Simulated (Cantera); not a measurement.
## Ignition delay

Mixture: 7.51 % CH4, 15.6 % O2, 58.8 % N2, 18.0 % H2O, at 3750 Torr, adiabatic and at constant pressure. Ignition delay is the time to a rise of 400 K.

Model: GRI-Mech 3.0 (53 species, 325 reactions), integrated in Cantera.

```json
[
 {"T0 (K)": "1075", "delay (ms)": "58.0"},
 {"T0 (K)": "1125", "delay (ms)": "29.3"},
 {"T0 (K)": "1175", "delay (ms)": "15.6"},
 {"T0 (K)": "1225", "delay (ms)": "8.69"},
 {"T0 (K)": "1275", "delay (ms)": "4.98"},
 {"T0 (K)": "1325", "delay (ms)": "2.91"},
 {"T0 (K)": "1375", "delay (ms)": "1.72"}
]
```

```
Property                                                 Value
--------------------------------------------------  ----------
apparent activation energy between 1275 and 1375 K  150 kJ/mol
```
